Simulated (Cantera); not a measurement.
Charge: 1 mol ZrN, 2.2 mol N₂, at 0.0660 Torr.

Method: chemical equilibrium by Gibbs-energy minimisation in Cantera with the NASA 1993 tables (ideal gas, pure condensed phases). Candidate condensed phases: Zr, ZrN; 4 gas species. ZrN: taken at fixed stoichiometry. Kinetics and transport are ignored.

Over these rows the condensed part is ZrN(s). Partial pressures as log10 of bar:

```json
[
 {"T (K)": "2373", "1000/T (1/K)": "0.4214", "log p Zr": "-7.41", "log p N₂": "-4.06"},
 {"T (K)": "2423", "1000/T (1/K)": "0.4127", "log p Zr": "?", "log p N₂": "-4.06"},
 {"T (K)": "2473", "1000/T (1/K)": "0.4044", "log p Zr": "-6.56", "log p N₂": "-4.06"},
 {"T (K)": "2523", "1000/T (1/K)": "0.3964", "log p Zr": "-6.16", "log p N₂": "-4.06"},
 {"T (K)": "2573", "1000/T (1/K)": "0.3887", "log p Zr": "-5.78", "log p N₂": "-4.06"},
 {"T (K)": "2623", "1000/T (1/K)": "0.3812", "log p Zr": "-5.40", "log p N₂": "-4.08"}
]
```

Problem. Fit log p(Zr) = a + b·(1000/T) to the five rows, give the apparent enthalpy, and predict the row at 2423 K.

Solution. Means: 1000/T = 0.3984, log p = -6.262. Sxy = -0.047898, Sxx = 0.0009589, so b = -49.95 and a = -6.262 − (-49.95)×0.3984 = 13.64.
Apparent enthalpy: −19.145 × (-49.95) = 956 kJ/mol. With the condensed phases at unit activity, ZrN(s) = Zr(g) + 1/2 N₂(g) links this pressure to the main gases: over the six rows their terms move log p by +0.01 in all, so the slope is close to that reaction's ΔH°. The five rows lie within 0.01 of the line.
Prediction at 2423 K: 13.64 + (-49.95)×0.4127 = -6.97. The computed value is -6.98, 0.01 from the line.
